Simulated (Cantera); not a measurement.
Cantera with NASA thermochemical tables; ideal gases at 1 bar, condensed phases pure. Values are per mole of reaction as written; species without (g) are pure solids or liquids, kept so even where they would boil at 1 bar. ZrN: taken at fixed stoichiometry.

3 H₂(g) + NO(g) + ZrO₂(g) → 3 H₂O(g) + ZrN

| T (K) | ΔH° (kJ) | ΔS° (J/K) | ΔG° (kJ) | log10 K |
|---|---|---|---|---|
| 300 | -895.8 | -271.3 | -814.5 | 141.81 |
| 2350 | -889.7 | -281.4 | -228.5 | 5.08 |
| 2450 | ? | ? | ? | ? |
| 2550 | ? | ? | ? | ? |
| 2650 | -882.0 | -278.3 | -144.6 | 2.85 |
| 2750 | -879.2 | -277.2 | -116.8 | 2.22 |
| 2850 | -876.3 | -276.2 | -89.1 | 1.63 |

### Question
Fill in the missing entries.

### Answer

- 2450, ΔH° (kJ): -887.3
- 2450, ΔS° (J/K): -280.4
- 2450, ΔG° (kJ): -200.4
- 2450, log10 K: 4.27
- 2550, ΔH° (kJ): -884.7
- 2550, ΔS° (J/K): -279.3
- 2550, ΔG° (kJ): -172.5
- 2550, log10 K: 3.53
